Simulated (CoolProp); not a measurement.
Vapour-liquid equilibrium of CHF3 (R23) (1) + C2F6 (R116) (2) at -67.75 °C; x and y are mole fractions of (1).

Computed with CoolProp (multi-fluid Helmholtz-energy mixture model, Penoncello 2003 and Lemmon 2006; pair parameters Bell 2016).

```json
[
 {"x": "0.05", "bubble pressure, mixture model (MPa)": "0.2015", "bubble pressure, Raoult's law (MPa)": "0.1734", "y, mixture model": "0.181", "y, Raoult's law": "0.062"},
 {"x": "0.125", "bubble pressure, mixture model (MPa)": "0.2333", "bubble pressure, Raoult's law (MPa)": "0.1768", "y, mixture model": "0.329", "y, Raoult's law": "0.153"},
 {"x": "0.2", "bubble pressure, mixture model (MPa)": "0.2536", "bubble pressure, Raoult's law (MPa)": "0.1802", "y, mixture model": "0.413", "y, Raoult's law": "0.240"},
 {"x": "0.275", "bubble pressure, mixture model (MPa)": "0.2663", "bubble pressure, Raoult's law (MPa)": "0.1836", "y, mixture model": "0.466", "y, Raoult's law": "0.324"},
 {"x": "0.35", "bubble pressure, mixture model (MPa)": "0.2742", "bubble pressure, Raoult's law (MPa)": "0.1870", "y, mixture model": "0.504", "y, Raoult's law": "0.405"},
 {"x": "0.425", "bubble pressure, mixture model (MPa)": "0.2789", "bubble pressure, Raoult's law (MPa)": "0.1904", "y, mixture model": "0.534", "y, Raoult's law": "0.483"},
 {"x": "0.5", "bubble pressure, mixture model (MPa)": "0.2816", "bubble pressure, Raoult's law (MPa)": "0.1938", "y, mixture model": "0.559", "y, Raoult's law": "0.559"},
 {"x": "0.575", "bubble pressure, mixture model (MPa)": "0.2826", "bubble pressure, Raoult's law (MPa)": "0.1973", "y, mixture model": "0.583", "y, Raoult's law": "0.631"},
 {"x": "0.65", "bubble pressure, mixture model (MPa)": "0.2820", "bubble pressure, Raoult's law (MPa)": "0.2007", "y, mixture model": "0.609", "y, Raoult's law": "0.702"},
 {"x": "0.725", "bubble pressure, mixture model (MPa)": "0.2793", "bubble pressure, Raoult's law (MPa)": "0.2041", "y, mixture model": "0.641", "y, Raoult's law": "0.769"},
 {"x": "0.8", "bubble pressure, mixture model (MPa)": "0.2732", "bubble pressure, Raoult's law (MPa)": "0.2075", "y, mixture model": "0.686", "y, Raoult's law": "0.835"},
 {"x": "0.875", "bubble pressure, mixture model (MPa)": "0.2614", "bubble pressure, Raoult's law (MPa)": "0.2109", "y, mixture model": "0.753", "y, Raoult's law": "0.899"},
 {"x": "0.95", "bubble pressure, mixture model (MPa)": "0.2398", "bubble pressure, Raoult's law (MPa)": "0.2143", "y, mixture model": "0.868", "y, Raoult's law": "0.960"}
]
```

The largest gap from Raoult's law is +46.6 % in bubble pressure, at x = 0.35. y crosses x between x = 0.575 and 0.65: the model has an azeotrope there.

Pair parameters are fitted to limited data, so mixtures are less certain than the pure fluids.
